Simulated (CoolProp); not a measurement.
The fluid at 400.96 K and 0.138 MPa expands adiabatically to 0.0119 MPa with isentropic efficiency 0.7. The same conditions are run with several fluids, on thermodynamics alone (safety and materials aside).

The numbers come from the reference Helmholtz-energy equation of state of each fluid (R152A: Outcalt 1996; hydrogen chloride: Thol 2018; R22: Kamei 1995; benzene: Thol 2012; R410A: Lemmon 2003) in CoolProp. Blends and air are pseudo-pure fits.

```tsv
fluid	work (kJ/kg)	final temperature (K)	final density (kg/m³)
R152A	75.7	335.6	0.282
hydrogen chloride	112	…	…
R22	…	322.0	0.385
benzene	…	349.9	…
R410A	67.4	…	0.319
```

Some entries are withheld; supply them.


- hydrogen chloride, final temperature (K): 259.3
- hydrogen chloride, final density (kg/m³): 0.201
- R22, work (kJ/kg): 56.1
- benzene, work (kJ/kg): 65.5
- benzene, final density (kg/m³): 0.321
- R410A, final temperature (K): 325.5
